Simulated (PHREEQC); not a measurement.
Dissolve 1.6 mmol/kgw H2SO4, 2.3 mmol/kgw FeCl3 and 0.24 mmol/kgw MnSO4 at 45 °C. Closed to the air; pH follows from the charge balance.

Computed with PHREEQC (ion-association model, wateq4f.dat).

No solid was allowed to form.

Problem. Predict the pH, ionic strength.

Solution. pH 2.43; ionic strength 0.0112 mol/kgw.

Problem. In which forms is Mn present?

Solution. Mn+2 92 %, MnSO4 6.4 %, MnCl+ 1.7 % of the Mn.

Examples of supersaturated solids here: Hematite (slow to form), Goethite (slow to form). Others may be too. At this temperature some constants are extrapolated from 25 °C, and those without enthalpy data are left unchanged.
